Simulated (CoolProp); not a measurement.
Vapour-liquid equilibrium of benzene (1) + cyclohexane (2) at 459.9 K; x and y are mole fractions of (1).

Model: multi-fluid Helmholtz-energy mixture model, Thol 2012 and Zhou 2014; pair parameters Bell 2016, in CoolProp.

```tsv
x	bubble pressure (MPa)	y at the bubble point	dew pressure at overall composition x (MPa)	liquid density (mol/L)
0.05	1.102	0.061	1.098	7.141
0.125	1.125	0.147	1.119	7.228
0.2	1.145	0.228	1.139	7.319
0.275	1.162	0.304	1.156	7.415
0.35	1.177	0.377	1.172	7.516
0.425	1.187	0.447	1.184	7.623
0.5	1.195	0.515	1.194	7.737
0.575	1.200	0.582	1.199	7.857
0.65	1.201	0.649	1.201	7.984
0.725	1.199	0.717	1.198	8.119
0.8	1.193	0.788	1.191	8.262
0.875	1.183	0.862	1.180	8.412
0.95	1.168	0.942	1.166	8.571
```

y crosses x between x = 0.575 and 0.65: the model has an azeotrope there.

The pair parameters rest on a limited set of measurements; away from them the model extrapolates.
